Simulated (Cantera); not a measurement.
An isothermal plug-flow reactor at 575 K and 100000 Pa (inlet), inlet velocity 0.58 m/s, active area per volume 260 1/m; feed H2 : O2 : N2 = 0.0034 : 0.014 : 0.79 (molar parts).

Cantera simulation using Deutschmann's 1995 Pt surface mechanism with GRI-Mech 3.0 gas chemistry; the numbers are that mechanism's predictions, not measurements. Catalytic surfaces can have several steady states; this one follows from the mechanism file's or the stated starting coverage. Mass transfer to the wall is taken as infinitely fast.

x: gas mole fraction; θ: surface coverage.

```tsv
z (m)	x H2	x O2	x H2O	θ free Pt	θ O*	θ OH*
9e-05	0.00288	0.0167	(withheld)	0.276	0.712	0.0123
0.00017	0.00223	0.0164	(withheld)	0.218	0.770	0.0121
0.00033	0.00153	0.0160	(withheld)	0.153	0.836	0.0112
0.00065	0.000933	0.0157	(withheld)	0.0949	0.896	0.00962
0.0012	0.000554	0.0155	0.00366	0.0571	0.935	0.00786
0.0024	0.000293	0.0154	0.00393	0.0304	0.964	0.00595
0.0047	0.000153	0.0153	0.00407	0.0160	0.980	0.00440
0.009	8.06e-5	0.0153	0.00414	0.00853	0.988	0.00324
```

Task: Complete the blanks.

Result: 
- 9e-05, x H2O: 0.00133
- 0.00017, x H2O: 0.00198
- 0.00033, x H2O: 0.00269
- 0.00065, x H2O: 0.00329
